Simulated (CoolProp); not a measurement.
R1224YDZ at 293.15 K and 0.0468 MPa is throttled through a valve to 0.00657 MPa with no heat exchange. Each further row changes one setting.

Values from CoolProp's reference Helmholtz-energy equation of state, Akasaka 2023.

```json
[
 {"case": "as stated", "temperature change (K)": "[?]", "final density (kg/m³)": "0.404"},
 {"case": "outlet pressure 0.00197 MPa", "temperature change (K)": "[?]", "final density (kg/m³)": "[?]"},
 {"case": "outlet pressure 0.00854 MPa", "temperature change (K)": "[?]", "final density (kg/m³)": "[?]"}
]
```

Task: Some entries are withheld; supply them.

Result: 
- as stated, temperature change (K): -1.7
- outlet pressure 0.00197 MPa, temperature change (K): -1.9
- outlet pressure 0.00197 MPa, final density (kg/m³): 0.121
- outlet pressure 0.00854 MPa, temperature change (K): -1.6
- outlet pressure 0.00854 MPa, final density (kg/m³): 0.525
